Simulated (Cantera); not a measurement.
Input: 1 mol LiOH, 0.22 mol H2O, equilibrated at 875 K.

Equilibrium computed with Cantera from the NASA thermochemical tables; the gas is ideal and each condensed phase is pure. Candidate condensed phases: H2O, Li, LiH, LiOH, Li2O; 17 gas species. Kinetics and transport are ignored.

x: gas mole fraction; n: condensed amount in mol.

```
P (Pa)   x H2O   x LiOH  x Li2(OH)2     x H2     x O2      x OH  n Li2O(s)  n LiOH(l)
-------  -----  -------  ----------  -------  -------  --------  ---------  ---------
10       1.000  9.19e-5     1.54e-6  3.15e-7  1.56e-7   6.55e-9      0.500          0
42       1.000  4.48e-5     1.54e-6  1.95e-7  9.67e-8   4.06e-9      0.500          0
180      1.000      ___     1.54e-6      ___      ___       ___      0.500          0
750      1.000  1.06e-5     1.54e-6  7.48e-8  3.70e-8   1.55e-9      0.500          0
3200     1.000  5.14e-6     1.54e-6  4.61e-8  2.28e-8  9.58e-10      0.500          0
13000    1.000  1.68e-6     6.69e-7  2.89e-8  1.43e-8  6.00e-10          0      1.000
56000    1.000  3.90e-7     1.55e-7  1.78e-8  8.78e-9  3.69e-10          0       1.00
240000    1.00      ___         ___      ___      ___       ___          0       1.00
1000000   1.00  2.18e-8     8.70e-9  6.79e-9  3.36e-9  1.41e-10          0       1.00
```

Task: Some entries are withheld; supply them.

Result: 
- 180, x LiOH: 2.17e-5
- 180, x H2: 1.20e-7
- 180, x O2: 5.95e-8
- 180, x OH: 2.50e-9
- 240000, x LiOH: 9.09e-8
- 240000, x Li2(OH)2: 3.63e-8
- 240000, x H2: 1.09e-8
- 240000, x O2: 5.41e-9
- 240000, x OH: 2.27e-10
